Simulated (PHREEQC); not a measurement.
## Hard or scaling water

Dissolve 0.00043 mol CaSO4, 0.03 mol Na2HPO4 and 0.000445 mol NaCl per kg of water at 25 °C. Closed to the air; pH follows from the charge balance.

The numbers come from PHREEQC with the ion-association model, wateq4f.dat.

Precipitation was switched off in this run.

Question: What pH, ionic strength does the model give?

Answer: pH 8.87; ionic strength 0.0878 mol/kgw.

Question: In which forms is Ca present?

Answer: CaPO4- 61 %, CaHPO4 27 %, Ca+2 11 % of the Ca.

Examples of supersaturated solids here: Hydroxyapatite. Others may be too. H3PO4, which wateq4f.dat lacks, is added to it with the constant of phreeqc.dat.
